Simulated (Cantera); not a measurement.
A Cantera script and what it prints.

```python
import numpy as np
import cantera as ct

gas_names = """
    Ba BaF BaF2 F F2 H HF H2 H2F2 H3F3 H4F4 H5F5 H6F6 H7F7
""".split()
cond_names = """
    Ba(cr) Ba(L) BaF2(a) BaF2(b,c) BaF2(L)
""".split()


# ... load() reads the species with a 1 bar reference pressure and builds the phases ...
atoms = {
    'BaF2': {'Ba': 1, 'F': 2},
    'H2': {'H': 2},
}
top_T = {}  # K; cautious upper limits of use, not melting points


# ... equilibrate(T, P, feed) seeds the gas with the atoms and calls Mixture.equilibrate('TP', solver="vcs", rtol=1e-11, max_steps=5000) ...
results = []
feed = {'BaF2': 1, 'H2': 120}  # mol
T = 2048  # K
P = 1333.22  # Pa
mix = equilibrate(T, P, feed)
results.append((T, P, feed, dict(zip(mix.species_names, mix.species_moles))))
print(gas.report(threshold=1e-06))
for i in range(1, mix.n_phases):
    print(f"{mix.phase(i).name:16s} {mix.phase_moles(i):12.5e} mol")
```

It prints:

```
       temperature   2048 K
          pressure   1333.2 Pa
           density   0.00026659 kg/m^3
  mean mol. weight   3.4049 kg/kmol
   phase of matter   gas

                          1 kg             1 kmol
                     ---------------   ---------------
          enthalpy        1.5663e+07        5.3331e+07  J
   internal energy        1.0662e+07        3.6303e+07  J
           entropy             66831        2.2755e+05  J/K
    Gibbs function       -1.2121e+08        -4.127e+08  J
 heat capacity c_p             10037             34174  J/K
 heat capacity c_v              7595             25860  J/K

                      mass frac. Y      mole frac. X     chem. pot. / RT
                     ---------------   ---------------   ---------------
                Ba          0.018772        0.00046543           -24.641
               BaF           0.23798         0.0051833           -62.842
              BaF2           0.12933         0.0025117           -101.04
                 H         0.0056448          0.019067           -11.954
                HF          0.035925         0.0061141           -50.155
                H2           0.57235           0.96666           -23.908
     [   +8 minor]        3.3474e-07        5.9988e-08

Ba(L)             0.00000e+00 mol
BaF2(L)           0.00000e+00 mol
```

These are equilibrium values from Cantera (NASA tables, ideal gas, pure condensed phases), not measurements of a reactor.
